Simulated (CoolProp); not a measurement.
A simple Rankine cycle with water: condensing at 320.15 K, boiler at 4.02 MPa, turbine inlet 528.8 K, turbine efficiency 0.9, pump efficiency 0.6, no recuperator. Each further row changes one setting.

Values from CoolProp's reference Helmholtz-energy equation of state, Wagner 2002.

```csv
case,thermal efficiency (%),net work (kJ/kg),heat in (kJ/kg),turbine exit temperature (K),volume ratio over the turbine
as stated,30.1,787,2620,320.1,210
turbine inlet 548.8 K,(withheld),812,2680,320.1,200
condensing temperature 312.15 K,31.2,(withheld),2650,312.1,307
boiler pressure 2.81 MPa,(withheld),770,2680,320.1,143
turbine efficiency 0.8,26.7,699,2620,320.1,220
```

**Question.** Some entries are withheld; supply them.

**Answer.** 
- turbine inlet 548.8 K, thermal efficiency (%): 30.2
- condensing temperature 312.15 K, net work (kJ/kg): 826
- boiler pressure 2.81 MPa, thermal efficiency (%): 28.7

The expansion ends wet for: as stated; turbine inlet 548.8 K; condensing temperature 312.15 K; boiler pressure 2.81 MPa; turbine efficiency 0.8.
